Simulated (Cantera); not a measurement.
A closed system holds: 1 mol Cu2O, 1.7 mol CO, at 0.133 bar.

Cantera equilibrium calculation (NASA polynomials, part measured and part estimated; ideal gas, pure solids and liquids). Candidate condensed phases: C, Cu, CuO, Cu2O; 15 gas species. The numbers say what is thermodynamically allowed, not how fast it happens.

Q: Which condensed phases are stable at each of these points (T (K)): 1223, 1323, 1423, 1523, 1623, 1723, 1823, 1923, 2023, 2123, 2223, 2323, 2423, 2523?

A: 
```csv
T (K),condensed phases,Cu condensed (%)
1223,Cu(s),100.0
1323,Cu(s),100.0
1423,Cu(l),100.0
1523,Cu(l),100.0
1623,Cu(l),100.0
1723,Cu(l),99.9
1823,Cu(l),99.5
1923,Cu(l),98.7
2023,Cu(l),96.4
2123,Cu(l),91.0
2223,Cu(l),77.4
2323,Cu(l),35.5
2423,gas only,0.0
2523,gas only,0.0
```

From 1223 K to 1323 K the condensed part is Cu(s). From 1423 K to 2323 K the condensed part is Cu(l). From 2423 K to 2523 K nothing is condensed.
